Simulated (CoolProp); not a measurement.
A Linde-Hampson liquefier for dry air: isothermal reversible compression at 300 K from 1 atm to 15 MPa, throttling to 1 atm, return gas leaving the recuperator 2 K below the feed. Each further row changes one setting.

Computed with CoolProp (reference Helmholtz-energy equation of state, Lemmon 2000). It is a pseudo-pure fit of the blend.

```
case                        liquid yield per pass  compression work (kJ/kg of gas)
--------------------------  ---------------------  -------------------------------
as stated                                   0.062                              429
high pressure 30 MPa                        0.095                              491
warm-end temperature 330 K                  0.045                              474
warm-end gap 7 K                            0.050                              429
```
